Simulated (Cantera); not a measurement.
# Thermal oxidation and active oxidation of silicon: Si + O₂ + H₂ + CO₂

Feed: 1 mol Si, 0.19 mol O₂, 7.7 mol H₂, 0.22 mol CO₂, held at 2.00e-6 bar.

These are equilibrium values from Cantera (NASA tables, ideal gas, pure condensed phases), not measurements of a reactor. Candidate condensed phases: C, C₆H₆, C₇H₈, C₈H₁₈, H₂O, Si, SiC, SiO₂; 123 gas species. Mutual solubility and eutectic melting of coexisting phases are not modelled. The tables hold silica as quartz up to 1696 K and as liquid above; real silica turns to tridymite and cristobalite and melts near 1996 K. Rates play no part.

| T (K) | log p H₂ | log p SiO | log p H | log p CO | log p Si | log p SiH | log p Si₂C | log p SiH₂ | n Si(s) | n SiC(s) | n SiO₂(β-quartz) |
|---|---|---|---|---|---|---|---|---|---|---|---|
| 1148 | -5.72 | -6.95 | -10.01 | -9.24 | -12.74 | -14.27 | -17.15 | -14.13 | 0.145 | 0.218 | 0.180 |
| 1173 | -5.74 | -6.73 | -9.80 | -8.48 | -12.54 | -14.16 | -16.81 | -14.15 | 0 | 0.206 | 0.0119 |
| 1198 | -5.74 | -6.73 | -9.59 | -8.33 | -12.17 | -13.86 | -16.30 | -13.96 | 0 | 0.200 | 0 |
| 1223 | -5.74 | -6.73 | -9.39 | -8.33 | -11.74 | -13.50 | -15.73 | -13.72 | 0 | 0.200 | 0 |
| 1248 | -5.74 | -6.73 | -9.20 | -8.33 | -11.33 | -13.15 | -15.19 | -13.48 | 0 | 0.200 | 0 |
| 1273 | -5.74 | -6.73 | -9.02 | -8.33 | -10.94 | -12.82 | -14.68 | -13.26 | 0 | 0.200 | 0 |
| 1298 | -5.74 | -6.73 | -8.84 | -8.33 | -10.56 | -12.51 | -14.18 | -13.04 | 0 | 0.200 | 0 |
| 1323 | -5.74 | -6.73 | -8.67 | -8.33 | -10.19 | -12.20 | -13.70 | -12.83 | 0 | 0.200 | 0 |
| 1348 | -5.74 | -6.73 | -8.51 | -8.32 | -9.84 | -11.91 | -13.24 | -12.63 | 0 | 0.200 | 0 |
| 1373 | -5.74 | -6.73 | -8.35 | -8.31 | -9.51 | -11.63 | -12.80 | -12.44 | 0 | 0.199 | 0 |
| 1398 | -5.74 | -6.73 | -8.20 | -8.30 | -9.19 | -11.36 | -12.38 | -12.26 | 0 | 0.199 | 0 |
| 1423 | -5.75 | -6.73 | -8.05 | -8.27 | -8.89 | -11.11 | -11.99 | -12.10 | 0 | 0.197 | 0 |
log p: log10 of the partial pressure in bar; n: condensed amount in mol.

At 1148 K the condensed part is Si(s) + SiC(s) + SiO₂(β-quartz). At 1173 K the condensed part is SiC(s) + SiO₂(β-quartz). From 1198 K to 1423 K the condensed part is SiC(s). The main Si-bearing gas is SiO throughout. The share of Si in condensed phases is highest at 1148 K (54.3 %) and lowest at 1423 K (19.7 %).
